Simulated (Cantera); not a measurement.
An isothermal, constant-pressure homogeneous reactor starts with 20.0 % NH3, 80.0 % H2, at 2300 K and 100000 Pa.

Cantera simulation using the gas-phase N/H chemistry of the illustrative SiF4/NH3 mechanism in the Surface Chemkin manual (1991); the numbers are that mechanism's predictions, not measurements. Walls and surfaces, which speed up NH3 decomposition in real reactors, are not modelled.

x: mole fraction; the columns are a selection and need not sum to one.

| t (s) | x NH3 | x H2 | x NH | x N | x N2 |
|---|---|---|---|---|---|
| 0.000200 | 0.186 | 0.806 | 6.57e-5 | 6.71e-6 | 0.00515 |
| 0.000469 | 0.166 | 0.817 | 6.35e-5 | 6.76e-6 | 0.0133 |
| 0.00110 | 0.129 | 0.838 | 5.87e-5 | 6.84e-6 | 0.0288 |
| 0.00257 | 0.0734 | 0.871 | 4.90e-5 | 6.98e-6 | 0.0523 |
| 0.00602 | 0.0199 | 0.901 | 3.23e-5 | 7.19e-6 | 0.0747 |
| 0.0141 | 0.00126 | 0.908 | 8.06e-6 | (withheld) | 0.0824 |
| 0.0331 | 0.000209 | 0.908 | 1.51e-6 | (withheld) | 0.0829 |
| 0.0775 | 6.91e-5 | 0.908 | 5.01e-7 | (withheld) | 0.0829 |
| 0.181 | 2.70e-5 | 0.908 | 1.96e-7 | (withheld) | 0.0829 |
| 0.425 | 1.14e-5 | 0.908 | 8.25e-8 | (withheld) | 0.0829 |
| 0.996 | 5.38e-6 | 0.908 | 3.91e-8 | (withheld) | 0.0829 |
| 2.33 | 3.50e-6 | 0.908 | 2.55e-8 | 1.20e-8 | 0.0829 |
| 5.47 | 3.26e-6 | 0.908 | 2.37e-8 | 1.12e-8 | 0.0829 |
| 12.8 | 3.26e-6 | 0.908 | 2.37e-8 | 1.12e-8 | 0.0829 |
| 30.0 | 3.26e-6 | 0.908 | 2.37e-8 | 1.12e-8 | 0.0829 |

Task: What belongs in the gaps?

Result: 
- 0.0141, x N: 3.58e-6
- 0.0331, x N: 7.14e-7
- 0.0775, x N: 2.37e-7
- 0.181, x N: 9.27e-8
- 0.425, x N: 3.90e-8
- 0.996, x N: 1.85e-8
